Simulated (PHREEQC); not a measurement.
Consider water at 25 °C with 0.017 mol HF and 0.14 mol CsF per kg of water. Closed to the air; pH follows from the charge balance.

The numbers come from PHREEQC with the ion-association model, wateq4f.dat.

```json
[
 {"quantity": "pH", "before": "4.13", "after": "4.83"},
 {"quantity": "ionic strength (mol/kgw)", "before": "0.140", "after": "0.140"},
 {"quantity": "F- (mol/kgw)", "before": "0.134", "after": "0.139"},
 {"quantity": "HF2- (mol/kgw)", "before": "0.00566", "after": "0.00119"}
]
```

### Question
Which change was made?
A) CsF from 0.14 to 0.7 mol/kgw
B) HF from 0.017 to 0.0034 mol/kgw
C) CsF replaced by NaHF2 at the same molality
D) temperature from 25 to 35 °C
E) HF left out

### Answer
B, HF from 0.017 to 0.0034 mol/kgw

Precipitation was switched off in this run.
